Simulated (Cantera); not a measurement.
Charge: 1 mol Si3N4, 0.1 mol C, 2.6 mol H2, 0.001 mol NH3, equilibrated at 4.50 mbar.

Method: chemical equilibrium by Gibbs-energy minimisation in Cantera with the NASA 1993 tables (ideal gas, pure condensed phases). Candidate condensed phases: C, C6H6, C7H8, C8H18, Si, SiC, Si3N4; 105 gas species. Mutual solubility and eutectic melting of coexisting phases are not modelled. Gases not in the tables: Si2H6 and higher silanes. Rates play no part.

**Question.** Which condensed phases are stable at each of these points (T (K)): 1575, 1650, 1725, 1800, 1875, 1950, 2025, 2100, 2175, 2250, 2325, 2400?

**Answer.** 
| T (K) | condensed phases | Si condensed (%) |
|---|---|---|
| 1575 | Si(s) + SiC(s) + Si3N4(s) | 100.0 |
| 1650 | Si(s) + SiC(s) + Si3N4(s) | 100.0 |
| 1725 | Si(l) + SiC(s) | 100.0 |
| 1800 | Si(l) + SiC(s) | 99.9 |
| 1875 | Si(l) + SiC(s) | 99.6 |
| 1950 | Si(l) + SiC(s) | 99.0 |
| 2025 | Si(l) + SiC(s) | 97.6 |
| 2100 | Si(l) + SiC(s) | 94.4 |
| 2175 | Si(l) + SiC(s) | 87.0 |
| 2250 | Si(l) + SiC(s) | 69.8 |
| 2325 | Si(l) | 30.7 |
| 2400 | gas only | 0.0 |

From 1575 K to 1650 K the condensed part is Si(s) + SiC(s) + Si3N4(s). From 1725 K to 2250 K the condensed part is Si(l) + SiC(s). At 2325 K the condensed part is Si(l). At 2400 K nothing is condensed.
